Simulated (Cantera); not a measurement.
Mixture: CO : H2 : O2 : N2 = 1 : 0.094 : 0.651 : 2.45 (molar parts), at 353 Torr, adiabatic and at constant pressure. Ignition delay is the time to a rise of 400 K.

Model: GRI-Mech 3.0 (53 species, 325 reactions), integrated in Cantera. Where the delays flatten at high temperature, the 400 K rule measures the pace of heat release, not the induction time.

Question: Predict: delay at 1323 K; delay at 1398 K; delay at 1473 K; delay at 1548 K; delay at 1623 K; delay at 1698 K.

Answer: 
```json
{
  "delay at 1323 K": "0.270 ms",
  "delay at 1398 K": "0.258 ms",
  "delay at 1473 K": "0.261 ms",
  "delay at 1548 K": "0.273 ms",
  "delay at 1623 K": "0.292 ms",
  "delay at 1698 K": "0.318 ms"
}
```
